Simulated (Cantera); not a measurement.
Feed: 1 mol CsCl, 0.13 mol O₂, 2.7 mol N₂, equilibrated at 100000 Pa.

Method: chemical equilibrium by Gibbs-energy minimisation in Cantera with the NASA 1993 tables (ideal gas, pure condensed phases). Candidate condensed phases: Cs, CsCl; 18 gas species. Equilibrium is a limit: real reactors are often held back by kinetics, nucleation or transport.

**Question.** Which condensed phases are stable at each of these points (T (K)): 1148, 1198, 1248, 1298, 1348, 1398, 1448, 1498, 1548, 1598, 1648, 1698, 1748?

**Answer.** 
```json
[
 {"T (K)": "1148", "condensed phases": "CsCl(l)", "Cs condensed (%)": "95.2"},
 {"T (K)": "1198", "condensed phases": "CsCl(l)", "Cs condensed (%)": "90.5"},
 {"T (K)": "1248", "condensed phases": "CsCl(l)", "Cs condensed (%)": "82.1"},
 {"T (K)": "1298", "condensed phases": "CsCl(l)", "Cs condensed (%)": "67.7"},
 {"T (K)": "1348", "condensed phases": "CsCl(l)", "Cs condensed (%)": "43.2"},
 {"T (K)": "1398", "condensed phases": "CsCl(l)", "Cs condensed (%)": "0.6"},
 {"T (K)": "1448", "condensed phases": "gas only", "Cs condensed (%)": "0.0"},
 {"T (K)": "1498", "condensed phases": "gas only", "Cs condensed (%)": "0.0"},
 {"T (K)": "1548", "condensed phases": "gas only", "Cs condensed (%)": "0.0"},
 {"T (K)": "1598", "condensed phases": "gas only", "Cs condensed (%)": "0.0"},
 {"T (K)": "1648", "condensed phases": "gas only", "Cs condensed (%)": "0.0"},
 {"T (K)": "1698", "condensed phases": "gas only", "Cs condensed (%)": "0.0"},
 {"T (K)": "1748", "condensed phases": "gas only", "Cs condensed (%)": "0.0"}
]
```

From 1148 K to 1398 K the condensed part is CsCl(l). From 1448 K to 1748 K nothing is condensed.
